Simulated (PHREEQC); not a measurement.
Buffer (model solution)

Make-up at 20 °C: 0.9 mol/kgw HF and 0.0006 mol/kgw KOH. Closed to the air; pH follows from the charge balance.

All values are PHREEQC results (ion-association model, phreeqc.dat), not measurements.

This is a speciation only: nothing precipitates in the calculation.

Q: What pH does the model give?

A: pH 1.31.

Q: In which forms is F present?

A: HF 89 %, HF2- 9.7 %, F- 1.7 % of the F.
